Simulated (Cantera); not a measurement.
Feed: 1 mol Ta₂O₅, 2.7 mol CH₄, 0.43 mol H₂, 4.6 mol C, at 2.20 mbar.

Equilibrium computed with Cantera from the NASA thermochemical tables; the gas is ideal and each condensed phase is pure. Candidate condensed phases: C, C₆H₆, C₇H₈, C₈H₁₈, H₂O, Ta, TaC, Ta₂O₅; 113 gas species. TaC: taken at fixed stoichiometry. Condensed phases not in the tables: Ta₂C. Equilibrium is a limit: real reactors are often held back by kinetics, nucleation or transport.

Problem. At 2100 °C, list the 5 most abundant gas species with their mole fractions, and the condensed phases.

Solution. CO 0.419, H₂ 0.392, H 0.187, C₂H₂ (acetylene) 0.00241, C₂H 6.20e-5. Condensed: C(graphite) + TaC(s).
